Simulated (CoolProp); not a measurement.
Vapour-liquid equilibrium of R113 (1) + n-heptane (2) at 0.717 MPa; x and y are mole fractions of (1).

The numbers come from the multi-fluid Helmholtz-energy mixture model, Marx 1992 and Span 2003; pair parameters Bell 2016 in CoolProp.

Question: Give the bubble temperature and the first vapour's composition at x = 0.05, 0.8, 0.95. Is there an azeotrope?

Answer: x = 0.05: 450.4 K, y = 0.119; x = 0.8: 402.7 K, y = 0.908; x = 0.95: 397.3 K, y = 0.978. No azeotrope shows between x = 0.05 and 0.95.

Pair parameters are fitted to limited data, so mixtures are less certain than the pure fluids.
